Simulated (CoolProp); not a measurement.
Saturation properties of isobutene.

The numbers come from the reference Helmholtz-energy equation of state, Lemmon 2005 in CoolProp. It is a short technical equation, of lower accuracy than the large ones.

| T (°C) | p (bar) | vapour density (kg/m³) | enthalpy of vaporisation (kJ/kg) | liquid cp (kJ/(kg K)) | surface tension (mN/m) |
|---|---|---|---|---|---|
| 13.35 | 2.108 | 5.339 | 371.4 | 2.317 | 13.1 |
| 16.15 | 2.311 | 5.823 | 368.5 | 2.331 | 12.8 |
| 18.95 | 2.528 | ___ | 365.5 | 2.345 | 12.5 |
| 21.75 | 2.760 | 6.892 | 362.5 | 2.360 | ___ |
| 24.55 | ___ | 7.481 | ___ | 2.375 | 11.8 |
| 27.25 | 3.263 | 8.085 | 356.4 | 2.390 | 11.5 |
| 30.05 | 3.544 | 8.752 | 353.2 | 2.406 | 11.1 |
| 32.85 | ___ | 9.460 | 350.0 | 2.422 | 10.8 |
| 35.65 | 4.160 | 10.21 | ___ | 2.439 | 10.5 |
| 38.45 | 4.497 | 11.01 | 343.3 | 2.456 | 10.1 |

Q: What belongs in the gaps?

A: 
- 18.95, vapour density (kg/m³): 6.340
- 21.75, surface tension (mN/m): 12.1
- 24.55, p (bar): 3.008
- 24.55, enthalpy of vaporisation (kJ/kg): 359.4
- 32.85, p (bar): 3.843
- 35.65, enthalpy of vaporisation (kJ/kg): 346.7

It boils at -7.0 °C under 1 atm.

Surface tension comes from a separate correlation (Mulero 2012).
